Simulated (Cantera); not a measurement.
A perfectly stirred reactor is fed with C3H8 : O2 : N2 = 1 : 4.55 : 20 (molar parts), equivalence ratio 1.1, at 15.8 atm; it is adiabatic with a 550 K inlet, and is followed from long to short residence time, starting on the burning branch (τ in s: 0.028, 0.015, 0.0075, 0.0039, 0.002, 0.001, 0.00054, 0.00028, 0.00014, 7.4e-05, 3.8e-05, 2e-05, 1e-05).

Cantera simulation using GRI-Mech 3.0 (53 species, 325 reactions); the numbers are that mechanism's predictions, not measurements. GRI-Mech 3.0 was tuned for natural gas; its chemistry of propane as a main component is partial and can be far from experiment. The pressure lies above the range GRI-Mech 3.0 was tuned for (to about 10 atm).

What does this change do: C3H8 1 to 0.64 parts?


```tsv
quantity	before	after
blow-out, bracketed by the residence times tried	burning at 20.0 µs, out at 10.0 µs	burning at 74.0 µs, out at 38.0 µs
x(C3H8) at τ = 28.0 ms	1.07e-7	3.55e-7
x(O2) at τ = 28.0 ms	0.000218	0.0522
x(CO2) at τ = 28.0 ms	0.0845	0.0741
x(NO) at τ = 28.0 ms	0.000351	6.43e-5
x(N2O) at τ = 28.0 ms	9.80e-8	9.43e-7
x(C3H8) at τ = 0.540 ms	3.37e-6	9.98e-6
x(O2) at τ = 0.540 ms	0.00221	0.0535
x(CO2) at τ = 0.540 ms	0.0810	0.0713
x(NO) at τ = 0.540 ms	0.000394	1.75e-5
x(N2O) at τ = 0.540 ms	3.42e-7	3.09e-6
```

What does this change do: inlet temperature 550 to 650 K?


| quantity | before | after |
|---|---|---|
| blow-out, bracketed by the residence times tried | burning at 20.0 µs, out at 10.0 µs | burning at 20.0 µs, out at 10.0 µs |
| x(C3H8) at τ = 28.0 ms | 1.07e-7 | 7.98e-8 |
| x(O2) at τ = 28.0 ms | 0.000218 | 0.000320 |
| x(CO2) at τ = 28.0 ms | 0.0845 | 0.0838 |
| x(NO) at τ = 28.0 ms | 0.000351 | 0.000546 |
| x(N2O) at τ = 28.0 ms | 9.80e-8 | 1.43e-7 |
| x(C3H8) at τ = 0.540 ms | 3.37e-6 | 2.72e-6 |
| x(O2) at τ = 0.540 ms | 0.00221 | 0.00234 |
| x(CO2) at τ = 0.540 ms | 0.0810 | 0.0803 |
| x(NO) at τ = 0.540 ms | 0.000394 | 0.000497 |
| x(N2O) at τ = 0.540 ms | 3.42e-7 | 3.79e-7 |
